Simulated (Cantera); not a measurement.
Input: 1 mol Si, 4 mol HCl, a varied amount of H₂, held at 1.00 mbar.

Method: chemical equilibrium by Gibbs-energy minimisation in Cantera with the NASA 1993 tables (ideal gas, pure condensed phases). Candidate condensed phases: Si; 19 gas species. The tables' values for SiCl₃ are old estimates. Rates play no part.

Task: What condenses at these points (T in K, n(H₂) in mol): (1073, 11); (673, 25); (873, 25); (723, 14); (1123, 22)?

Result: 
```
T (K)  n(H₂) in mol  condensed phases  Si condensed (%)
-----  ------------  ----------------  ----------------
1073             11                Si              15.2
673              25          gas only               0.0
873              25                Si               6.3
723              14          gas only               0.0
1123             22                Si              29.6
```
